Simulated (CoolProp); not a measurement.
The numbers come from the reference Helmholtz-energy equation of state, Schmidt 1985 in CoolProp.

**Question.** Give the vapour pressure (MPa), liquid density (kg/m³), vapour density (kg/m³), liquid cp (kJ/(kg K)) of saturated oxygen at 119.8 K.

**Answer.** 
```tsv
T (K)	p (MPa)	liquid density (kg/m³)	vapour density (kg/m³)	liquid cp (kJ/(kg K))
119.8	1.01	975	38.9	1.92
```
